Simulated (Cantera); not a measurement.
Input (Python, Cantera):

```python
import numpy as np
import cantera as ct

gas = ct.Solution("gri30.yaml")


def delay(T, t_max=10):
    gas.TPX = T, 500000, {'CO': 1, 'H2': 0.078, 'O2': 0.709, 'N2': 2.67}
    reactor = ct.IdealGasConstPressureReactor(gas, clone=False)
    net = ct.ReactorNet([reactor])
    net.rtol, net.atol = 1e-8, 1e-16
    while net.time < t_max:
        t_old, T_old = net.time, reactor.T
        net.step()
        if reactor.T > T + 400:  # ignition: a rise of 400 K
            return t_old + (T + 400 - T_old) / (reactor.T - T_old) * (net.time - t_old)
    return np.nan


taus = []
for T in [873, 973, 1073, 1173, 1273, 1373]:
    taus.append(delay(T))
    print(f"T0 = {T:6g} K   tau = {taus[-1]:.4e} s")
```

Result:

```
T0 =    873 K   tau = 1.9355e-01 s
T0 =    973 K   tau = 9.1330e-03 s
T0 =   1073 K   tau = 5.9743e-04 s
T0 =   1173 K   tau = 7.0161e-05 s
T0 =   1273 K   tau = 2.8928e-05 s
T0 =   1373 K   tau = 1.8440e-05 s
```

Model: GRI-Mech 3.0 (53 species, 325 reactions), integrated in Cantera. The hydrogen kinetics of GRI-Mech 3.0 are dated; newer H2 mechanisms differ, most at raised pressure. Below about 950 K walls govern HO2 and H2O2 in real vessels.
